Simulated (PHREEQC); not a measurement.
Metal-bearing waste water

Make-up at 89 °C: 0.14 mol Pb(NO3)2 and 0.2 mol NaF per kg of water. Closed to the air; pH follows from the charge balance.

Computed with PHREEQC (ion-association model, wateq4f.dat).

Each row changes one thing in this solution. Precipitation was switched off in this run.

```csv
case,pH,ionic strength (mol/kgw),NO3- (mol/kgw),Pb+2 (mol/kgw),PbNO3+ (mol/kgw),Pb2OH+3 (mol/kgw),SI of Litharge (PbO),SI of Pb(OH)2 (Pb(OH)2)
as made,5.48,0.414,0.242,0.0520,0.0376,0.000504,-1.55,+2.70
temperature from 89 to 90 °C,5.47,0.414,0.242,0.0521,0.0376,0.000501,-1.54,+2.72
diluted 100-fold with water,5.82,0.00603,0.00276,0.00131,3.68e-5,5.44e-7,-2.01,+2.25
diluted 5-fold with water,5.60,0.103,0.0517,0.0185,0.00433,7.83e-5,-1.63,+2.63
temperature from 89 to 45 °C,5.51,0.404,0.240,0.0481,0.0400,0.000450,-2.83,+1.63
NaF from 0.2 to 0.18 mol/kgw,5.45,0.404,0.241,0.0547,0.0394,0.000525,-1.58,[?]
NaF left out,4.22,0.304,0.222,0.0820,0.0578,[?],-3.86,+0.40
```

What belongs in the gaps?


- NaF from 0.2 to 0.18 mol/kgw, SI of Pb(OH)2 (Pb(OH)2): +2.67
- NaF left out, Pb2OH+3 (mol/kgw): 6.96e-5

Some of these states are supersaturated (in PbF2, Pb(OH)2, for instance). Constants without temperature data keep their 25 °C values here.
